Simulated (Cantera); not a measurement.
Equilibrium for aluminium and copper etching: Al + Cl2

A closed system holds: 1 mol Al, 3.1 mol Cl2, equilibrated at 1000 Pa.

Method: chemical equilibrium by Gibbs-energy minimisation in Cantera with the NASA 1993 tables (ideal gas, pure condensed phases). Candidate condensed phases: Al, AlCl3; 8 gas species. The numbers say what is thermodynamically allowed, not how fast it happens.

From 775 K to 1375 K nothing is condensed. The main Al-bearing gas is AlCl3 throughout.

```
T (K)  x Cl2  x AlCl3      x Cl  x Al2Cl6   x AlCl2
-----  -----  -------  --------  --------  --------
775    0.620    0.371   4.05e-5   0.00819    <1e-12
850    0.616    0.382  0.000219   0.00171    <1e-12
925    0.615    0.384  0.000907  0.000453    <1e-12
1000   0.613    0.384   0.00304  0.000147  1.57e-11
1075   0.608    0.383   0.00861   5.58e-5  1.95e-10
1150   0.598    0.380    0.0212   2.41e-5   1.75e-9
1225   0.578    0.376    0.0464   1.15e-5   1.20e-8
1300   0.542    0.367    0.0913   5.85e-6   6.57e-8
1375   0.484    0.353     0.163   3.12e-6   3.02e-7
```
x: gas mole fraction; nothing condenses.
